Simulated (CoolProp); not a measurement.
Vapour pressure (bar) of fluoroethane (R161): the reference equation beside estimates from Tc = 375.2 K, pc = 50.10 bar, ω = 0.216. Clausius-Clapeyron is anchored at 205.7 K with a constant enthalpy of vaporisation of 21.88 kJ/mol.

The numbers come from the reference Helmholtz-energy equation of state, Wu 2012 in CoolProp.

```csv
T (K),reference,Lee-Kesler,Clausius-Clapeyron,van der Waals,Redlich-Kwong
197.3,0.1168,0.1107,0.1179,1.942,0.2213
205.7,0.2033,0.1945,0.2033,2.531,0.3714
214.2,0.3384,0.3267,0.3377,3.244,0.5957
222.6,0.5358,0.5216,0.5368,4.074,0.9093
231,0.8164,0.8010,0.8250,5.039,1.336
239.5,1.208,1.193,1.236,6.162,1.908
247.9,1.728,1.716,1.794,7.425,2.635
256.3,2.406,2.400,2.540,8.849,3.548
264.8,3.285,3.287,3.531,10.46,4.687
273.2,4.375,4.388,4.793,12.24,6.051
```

Absolute difference from the reference over all 10 rows, mean and median: Lee-Kesler 2.0 and 1.6 %, Clausius-Clapeyron 3.1 and 1.7 %, van der Waals 615.0 and 463.7 %, Redlich-Kwong 62.0 and 60.8 %.
